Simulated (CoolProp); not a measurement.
Octamethylcyclotetrasiloxane (D4) along the isobar 811 kPa: fugacity coefficient from the reference equation and from simpler models built on Tc = 313.4 °C, pc = 1347 kPa, ω = 0.598; each cubic takes its own stable root.

The numbers come from the reference Helmholtz-energy equation of state, Thol 2015 in CoolProp.

```json
[
 {"T (°C)": "107.85", "phase": "liquid", "reference": "0.01586", "van der Waals": "0.2258", "Peng-Robinson": "0.01667"},
 {"T (°C)": "126.25", "phase": "liquid", "reference": "0.03071", "van der Waals": "0.2810", "Peng-Robinson": "0.03164"},
 {"T (°C)": "144.65", "phase": "liquid", "reference": "0.05478", "van der Waals": "0.3422", "Peng-Robinson": "0.05572"},
 {"T (°C)": "163.05", "phase": "liquid", "reference": "0.09112", "van der Waals": "0.4091", "Peng-Robinson": "0.09196"},
 {"T (°C)": "181.45", "phase": "liquid", "reference": "0.1427", "van der Waals": "0.4809", "Peng-Robinson": "0.1434"},
 {"T (°C)": "199.75", "phase": "liquid", "reference": "0.2115", "van der Waals": "0.5563", "Peng-Robinson": "0.2122"},
 {"T (°C)": "218.15", "phase": "liquid", "reference": "0.3000", "van der Waals": "0.6353", "Peng-Robinson": "0.3009"},
 {"T (°C)": "236.55", "phase": "liquid", "reference": "0.4084", "van der Waals": "0.7161", "Peng-Robinson": "0.4096"},
 {"T (°C)": "254.95", "phase": "liquid", "reference": "0.5358", "van der Waals": "0.7681", "Peng-Robinson": "0.5368"},
 {"T (°C)": "273.35", "phase": "liquid", "reference": "0.6793", "van der Waals": "0.7876", "Peng-Robinson": "0.6784"},
 {"T (°C)": "291.75", "phase": "gas", "reference": "0.7597", "van der Waals": "0.8047", "Peng-Robinson": "0.7505"},
 {"T (°C)": "310.05", "phase": "gas", "reference": "0.7888", "van der Waals": "0.8197", "Peng-Robinson": "0.7787"},
 {"T (°C)": "328.45", "phase": "gas", "reference": "0.8134", "van der Waals": "0.8333", "Peng-Robinson": "0.8032"},
 {"T (°C)": "346.85", "phase": "gas", "reference": "0.8346", "van der Waals": "0.8454", "Peng-Robinson": "0.8247"}
]
```

At some of these states van der Waals gives the other phase, because its saturation line lies elsewhere.
